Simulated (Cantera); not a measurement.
Feed: 1 mol B, 0.13 mol O2, held at 1975 °C and 0.000190 bar.

Method: chemical equilibrium by Gibbs-energy minimisation in Cantera with the NASA 1993 tables (ideal gas, pure condensed phases). Candidate condensed phases: B, B2O3; 10 gas species. The numbers say what is thermodynamically allowed, not how fast it happens.

Base state: BO 0.908, B2O2 0.0416, B 0.0274, B2O 0.0232, B2O3 5.39e-5 (mole fractions); condensed: B(s).

Task: What changes in the equilibrium state with this change: O2 from 0.13 to 3.8 mol?

Result: 
| species | before | after |
|---|---|---|
| O2 | <1e-9 | 0.599 |
| O | 7.16e-8 | 0.205 |
| BO2 | 2.86e-6 | 0.138 |
| BO | 0.908 | 0.0153 |
| B | 0.0274 | <1e-9 |
| B2O | 0.0232 | <1e-9 |
| B2O2 | 0.0416 | 1.18e-5 |
| B2O3 | 5.39e-5 | 0.0436 |
| B(s), mol | 0.727 | 0 |
